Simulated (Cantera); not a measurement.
A closed system holds: 1 mol CH₃SiH₃, 0.063 mol HCl, 44 mol H₂, 0.26 mol CH₄, held at 2275 K and 0.240 bar.

Method: chemical equilibrium by Gibbs-energy minimisation in Cantera with the NASA 1993 tables (ideal gas, pure condensed phases). Candidate condensed phases: C, C₆H₆, C₇H₈, C₈H₁₈, Si, SiC; 109 gas species. The feed counts by its element totals alone. Gases not in the tables: Si₂H₆ and higher silanes. Kinetics and transport are ignored.

Base state: H₂ 0.978, H 0.0171, C₂H₂ (acetylene) 0.00297, HCl 0.00129, Si 0.000465, SiH 8.66e-5, SiH₂ 6.14e-5, SiC₂ 4.69e-5 (mole fractions); condensed: SiC(s).

What changes in the equilibrium state with this change: temperature from 2275 K to 1773.15 K?


| species | before | after |
|---|---|---|
| H₂ | 0.978 | 0.998 |
| HCl | 0.00129 | 0.00132 |
| H | 0.0171 | 0.000581 |
| C₂H₂ (acetylene) | 0.00297 | 0.000140 |
| SiH₂ | 6.14e-5 | 5.24e-7 |
| Si₂C | 3.50e-5 | 1.74e-9 |
| SiC₂ | 4.69e-5 | 2.35e-9 |
| Si | 0.000465 | 1.89e-7 |
| SiH | 8.66e-5 | 1.14e-7 |
| SiC(s), mol | 0.965 | 1.000 |
| C(graphite), mol | 0 | 0.237 |
